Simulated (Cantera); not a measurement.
Feed: 1 mol Fe(CO)₅, 0.11 mol O₂, 0.87 mol N₂, held at 320 Pa.

Cantera equilibrium calculation (NASA polynomials, part measured and part estimated; ideal gas, pure solids and liquids). Candidate condensed phases: C, Fe, Fe(CO)₅, FeO, Fe₂O₃, Fe₃O₄; 27 gas species. The numbers say what is thermodynamically allowed, not how fast it happens.

log p: log10 of the partial pressure in bar; n: condensed amount in mol.

| T (K) | log p CO | log p N₂ | log p CO₂ | log p Fe | n Fe(α) | n Fe(γ) |
|---|---|---|---|---|---|---|
| 923 | -2.58 | -3.32 | -3.92 | <-14 | 1.00 | 0 |
| 973 | -2.58 | -3.32 | -3.92 | … | 1.00 | 0 |
| 1023 | -2.58 | -3.32 | -3.92 | … | 1.00 | 0 |
| 1073 | -2.58 | -3.32 | -3.92 | … | 1.00 | 0 |
| 1123 | -2.58 | -3.32 | -3.92 | … | 1.00 | 0 |
| 1173 | -2.58 | -3.32 | -3.92 | … | 1.00 | 0 |
| 1223 | -2.58 | -3.32 | -3.92 | … | 0 | 1.00 |
| 1273 | -2.58 | -3.32 | -3.92 | … | 0 | 1.000 |

Q: Fill in the missing entries.

A: 
- 973, log p Fe: -14.42
- 1023, log p Fe: -13.35
- 1073, log p Fe: -12.38
- 1123, log p Fe: -11.51
- 1173, log p Fe: -10.71
- 1223, log p Fe: -9.98
- 1273, log p Fe: -9.30
